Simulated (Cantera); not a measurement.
Charge: 1 mol CHF₃, 0.11 mol F₂, at 0.0133 bar.

These are equilibrium values from Cantera (NASA tables, ideal gas, pure condensed phases), not measurements of a reactor. Candidate condensed phases: C, C₆H₆, C₇H₈, C₈H₁₈; 95 gas species. Kinetics and transport are ignored.

### Question
At 2648 K, list the 4 most abundant gas species with their mole fractions, and the condensed phases.

### Answer
F 0.486, HF 0.353, CF₂ 0.134, CF 0.0244. Condensed: C(graphite).
